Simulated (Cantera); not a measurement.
## Adiabatic ignition

An adiabatic, constant-pressure homogeneous reactor starts with 18.2 % H2, 17.1 % O2, 64.5 % N2, 0.158 % NO, at 1098 K and 1.00 atm.

Detailed kinetics in Cantera: GRI-Mech 3.0 (53 species, 325 reactions). The mechanism lacks 2 NO + O2 → 2 NO2 and HONO, so NO2 and the effect of NO are under-described below about 1400 K.

| t (s) | T (K) | x H2 | x O2 | x NO | x H2O2 | x NO2 | x N2 |
|---|---|---|---|---|---|---|---|
| 7.00e-6 | 1098 | 0.182 | 0.171 | 0.00158 | 3.16e-12 | 3.59e-10 | 0.645 |
| 1.72e-5 | 1098 | 0.182 | 0.171 | 0.00158 | 3.20e-11 | 3.55e-9 | 0.645 |
| 4.22e-5 | 1098 | 0.182 | 0.171 | 0.00158 | 3.81e-9 | 3.99e-7 | 0.645 |
| 0.000104 | 1836 | 0.0167 | 0.0849 | 0.00168 | 9.68e-7 | 3.84e-7 | 0.680 |
| 0.000255 | 2269 | 0.00412 | 0.0847 | 0.00178 | 2.34e-7 | 8.78e-7 | 0.703 |
| 0.000626 | 2332 | 0.00172 | 0.0858 | 0.00185 | 2.68e-7 | 1.26e-6 | 0.707 |
| 0.00154 | 2333 | 0.00165 | 0.0858 | 0.00196 | 2.73e-7 | 1.35e-6 | 0.707 |
| 0.00377 | 2333 | 0.00164 | 0.0857 | 0.00223 | 2.72e-7 | 1.53e-6 | 0.706 |
| 0.00927 | 2332 | 0.00164 | 0.0854 | 0.00285 | 2.71e-7 | 1.96e-6 | 0.706 |
| 0.0228 | 2329 | 0.00162 | 0.0848 | 0.00422 | 2.69e-7 | 2.90e-6 | 0.705 |
| 0.0559 | 2325 | 0.00160 | 0.0836 | 0.00659 | 2.64e-7 | 4.53e-6 | 0.704 |
| 0.137 | 2321 | 0.00157 | 0.0825 | 0.00896 | 2.60e-7 | 6.15e-6 | 0.703 |
| 0.337 | 2320 | 0.00156 | 0.0822 | 0.00967 | 2.59e-7 | 6.63e-6 | 0.703 |
| 0.829 | 2320 | 0.00156 | 0.0821 | 0.00969 | 2.59e-7 | 6.64e-6 | 0.703 |
| 2.04 | 2320 | 0.00156 | 0.0821 | 0.00969 | 2.59e-7 | 6.64e-6 | 0.703 |
| 5.00 | 2320 | 0.00156 | 0.0821 | 0.00969 | 2.59e-7 | 6.64e-6 | 0.703 |
x: mole fraction; the columns are a selection and need not sum to one.

| Property | Value |
|---|---|
| time of steepest temperature rise | 88.0 µs |
| temperature at 5.00 s | 2320 K |
| equilibrium temperature | 2320 K |
| x(H2) at 5.00 s | 0.00156 (gas-phase equilibrium 0.00156) |
| x(O2) at 5.00 s | 0.0821 (gas-phase equilibrium 0.0821) |
| x(NO) at 5.00 s | 0.00969 (gas-phase equilibrium 0.00969) |
